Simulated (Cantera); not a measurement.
A perfectly stirred reactor is fed with CH₄ : CO₂ : H₂ = 1 : 2.3 : 0.93 (molar parts), at 11.8 atm; it is held at 1975 K, and followed from long to short residence time.

Detailed kinetics in Cantera: GRI-Mech 3.0 (53 species, 325 reactions). The pressure lies above the range GRI-Mech 3.0 was tuned for (to about 10 atm).

**Question.** Predict: x(CH₄) at τ = 22.0 s; x(CO₂) at τ = 22.0 s; x(H₂) at τ = 22.0 s; x(HCO) at τ = 22.0 s; x(H₂O) at τ = 22.0 s; x(CH₄) at τ = 0.170 s; x(CO₂) at τ = 0.170 s; x(H₂) at τ = 0.170 s; x(HCO) at τ = 0.170 s; x(H₂O) at τ = 0.170 s.

**Answer.** 
```json
{
 "x(CH₄) at τ = 22.0 s": "5.89e-5",
 "x(CO₂) at τ = 22.0 s": "0.0528",
 "x(H₂) at τ = 22.0 s": "0.314",
 "x(HCO) at τ = 22.0 s": "4.80e-7",
 "x(H₂O) at τ = 22.0 s": "0.156",
 "x(CH₄) at τ = 0.170 s": "0.00411",
 "x(CO₂) at τ = 0.170 s": "0.0565",
 "x(H₂) at τ = 0.170 s": "0.304",
 "x(HCO) at τ = 0.170 s": "4.67e-7",
 "x(H₂O) at τ = 0.170 s": "0.162"
}
```
